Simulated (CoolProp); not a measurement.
CH3F (R41) along the isotherm 354.3 K: Z from the reference equation and from simpler models built on Tc = 317.3 K, pc = 5.906 MPa, ω = 0.200; each cubic takes its own stable root.

The numbers come from the reference Helmholtz-energy equation of state, Lemmon 2006 in CoolProp. It is a short technical equation, of lower accuracy than the large ones.

```json
[
 {"p (MPa)": "3.94", "phase": "gas", "reference": "0.8046", "van der Waals": "0.8262", "Soave-Redlich-Kwong": "0.8298", "Peng-Robinson": "0.8094"},
 {"p (MPa)": "7.87", "phase": "supercritical", "reference": "0.5728", "van der Waals": "0.5556", "Soave-Redlich-Kwong": "0.6265", "Peng-Robinson": "0.5949"},
 {"p (MPa)": "11.8", "phase": "supercritical", "reference": "0.3869", "van der Waals": "___", "Soave-Redlich-Kwong": "0.4943", "Peng-Robinson": "0.4606"},
 {"p (MPa)": "15.7", "phase": "supercritical", "reference": "0.3937", "van der Waals": "0.5477", "Soave-Redlich-Kwong": "0.5150", "Peng-Robinson": "0.4735"},
 {"p (MPa)": "19.7", "phase": "supercritical", "reference": "0.4419", "van der Waals": "0.6392", "Soave-Redlich-Kwong": "0.5712", "Peng-Robinson": "___"},
 {"p (MPa)": "23.6", "phase": "supercritical", "reference": "0.4959", "van der Waals": "___", "Soave-Redlich-Kwong": "0.6335", "Peng-Robinson": "0.5766"},
 {"p (MPa)": "27.6", "phase": "supercritical", "reference": "0.5529", "van der Waals": "0.8231", "Soave-Redlich-Kwong": "0.6996", "Peng-Robinson": "0.6353"},
 {"p (MPa)": "31.5", "phase": "supercritical", "reference": "___", "van der Waals": "0.9130", "Soave-Redlich-Kwong": "0.7643", "Peng-Robinson": "0.6931"},
 {"p (MPa)": "35.4", "phase": "supercritical", "reference": "0.6642", "van der Waals": "1.002", "Soave-Redlich-Kwong": "0.8289", "Peng-Robinson": "0.7510"},
 {"p (MPa)": "39.4", "phase": "supercritical", "reference": "0.7206", "van der Waals": "1.093", "Soave-Redlich-Kwong": "0.8947", "Peng-Robinson": "0.8100"},
 {"p (MPa)": "43.3", "phase": "supercritical", "reference": "0.7751", "van der Waals": "1.180", "Soave-Redlich-Kwong": "0.9584", "Peng-Robinson": "0.8671"},
 {"p (MPa)": "47.2", "phase": "supercritical", "reference": "0.8291", "van der Waals": "1.267", "Soave-Redlich-Kwong": "1.022", "Peng-Robinson": "0.9239"},
 {"p (MPa)": "51.2", "phase": "supercritical", "reference": "0.8838", "van der Waals": "1.356", "Soave-Redlich-Kwong": "1.086", "Peng-Robinson": "0.9816"},
 {"p (MPa)": "55.1", "phase": "supercritical", "reference": "0.9367", "van der Waals": "1.441", "Soave-Redlich-Kwong": "1.148", "Peng-Robinson": "1.038"},
 {"p (MPa)": "59.1", "phase": "supercritical", "reference": "0.9904", "van der Waals": "1.528", "Soave-Redlich-Kwong": "1.211", "Peng-Robinson": "1.095"}
]
```

Task: Some entries are withheld; supply them.

Result: 
- 11.8, van der Waals: 0.4698
- 19.7, Peng-Robinson: 0.5217
- 23.6, van der Waals: 0.7301
- 31.5, reference: 0.6087
